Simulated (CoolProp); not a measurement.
Saturation properties of n-perfluoropentane (Tc = 421.0 K, pc = 2.063 MPa, ω = 0.436).

Values from CoolProp's reference Helmholtz-energy equation of state, Gao 2022.

```
T (K)    p (MPa)  vapour density (kg/m³)  liquid cp (kJ/(kg K))
-----  ---------  ----------------------  ---------------------
195.4  0.0001166                 0.02068                      ?
199.5  0.0001787                 0.03104                 0.8636
203.5  0.0002657                 0.04525                 0.8701
207.6  0.0003915                 0.06537                 0.8768
211.7  0.0005665                 0.09278                 0.8837
215.8  0.0008059                  0.1295                 0.8908
219.8   0.001119                  0.1767                 0.8978
223.9   0.001545                  0.2395                 0.9051
228     0.002102                  0.3202                 0.9125
232.1   0.002822                  0.4226                 0.9201
236.1   0.003716                  0.5477                 0.9275
240.2   0.004871                  0.7064                 0.9351
244.3   0.006314                  0.9014                 0.9429
248.4          ?                   1.139                 0.9507
252.5          ?                   1.425                      ?
```

**Question.** Fill in the missing entries.

**Answer.** 
- 195.4, liquid cp (kJ/(kg K)): 0.8572
- 248.4, p (MPa): 0.008099
- 252.5, p (MPa): 0.01029
- 252.5, liquid cp (kJ/(kg K)): 0.9586

It boils at 302.5 K under 1 atm.
